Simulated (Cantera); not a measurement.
Feed: 1 mol C2F6, 0.91 mol H2, held at 402 °C and 25.0 mbar.

These are equilibrium values from Cantera (NASA tables, ideal gas, pure condensed phases), not measurements of a reactor. Candidate condensed phases: C, C6H6, C7H8, C8H18; 95 gas species. The feed counts by its element totals alone. Condensed phases not in the tables: fluorocarbon polymer. Gases not in the tables: C2F6 and larger saturated fluorocarbons. Rates play no part.

Question: What is the equilibrium state?

Answer: 
```
Quantity           Result
--------------  ---------
x(HF)               0.635
x(CF4)              0.365
x(H2F2)           2.20e-6
n(C(graphite))  0.955 mol
gas amount      2.865 mol
```
